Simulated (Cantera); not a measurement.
Feed: 1 mol SiH4, 0.99 mol HCl, 13 mol H2, at 1 atm.

Equilibrium computed with Cantera from the NASA thermochemical tables; the gas is ideal and each condensed phase is pure. Candidate condensed phases: Si; 19 gas species. Gases not in the tables: Si2H6 and higher silanes. Rates play no part.

Task: What share of the Si ends up in condensed phases as a function of T (K), at 825, 975, 1125, 1275, 1425, 1575, 1725?

Result: 
```
T (K)  Si condensed (%)     as
-----  ----------------  -----
825                71.2  Si(s)
975                73.0  Si(s)
1125               77.2  Si(s)
1275               82.8  Si(s)
1425               86.2  Si(s)
1575               86.9  Si(s)
1725               87.2  Si(l)
```
